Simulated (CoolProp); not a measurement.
R114 along the isotherm 83.75 °C: density (kg/m³) from the reference equation and from simpler models built on Tc = 147.5 °C, pc = 3.352 MPa, ω = 0.252; each cubic takes its own stable root.

Computed with CoolProp (reference Helmholtz-energy equation of state, Platzer 1990). This equation is an older, rougher fit; its heat capacities, sound speeds and derivatives of the liquid may be far off and weren't checked against measurements.

| p (MPa) | phase | reference |
|---|---|---|
| 0.152 | gas | 8.992 |
| 0.305 | gas | 18.58 |
| 0.457 | gas | 28.75 |
| 0.61 | gas | 39.78 |
| 0.762 | gas | 51.75 |
| 0.914 | gas | 65.05 |
| 1.07 | liquid | 1247 |
| 1.22 | liquid | 1248 |
| 1.37 | liquid | 1250 |
| 1.52 | liquid | 1252 |
| 1.68 | liquid | 1254 |

Problem. How far does each simpler model (Soave-Redlich-Kwong, Peng-Robinson) lie from the reference over these 11 states: mean and median of the absolute difference, and the worst?

Solution. 
- Soave-Redlich-Kwong: mean 3.4 %, median 0.9 %, worst -7.4 % at 83.75 °C and 1.07 MPa
- Peng-Robinson: mean 2.8 %, median 0.7 %, worst +5.7 % at 83.75 °C and 1.68 MPa
